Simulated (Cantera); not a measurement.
Input: 1 mol Zr, a varied amount of O₂, 33 mol N₂, 0.4 mol NH₃, at 1873.15 K and 1 atm.

Method: chemical equilibrium by Gibbs-energy minimisation in Cantera with the NASA 1993 tables (ideal gas, pure condensed phases). Candidate condensed phases: H₂O, Zr, ZrN, ZrO₂; 28 gas species. Equilibrium is a limit: real reactors are often held back by kinetics, nucleation or transport.

Question: At 2.2 mol O₂, list the 6 most abundant gas species with their mole fractions, and the condensed phases.

Answer: N₂ 0.956, O₂ 0.0249, H₂O 0.0171, NO 0.00200, OH 0.000255, O 3.71e-5. Condensed: ZrO₂(tetragonal).
